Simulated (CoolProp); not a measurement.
Model: reference Helmholtz-energy equation of state, Beckmüller 2019, in CoolProp.

**Question.** For n-octane, give the phase and the Z, viscosity (µPa s) at 620 K and 1.43 MPa; 620 K and 2.58 MPa.

**Answer.** 
- 620 K and 1.43 MPa: gas; Z 0.835, viscosity 12.3
- 620 K and 2.58 MPa: supercritical; Z 0.680, viscosity 14.3

Viscosity comes from a separate model (Huber 2004).
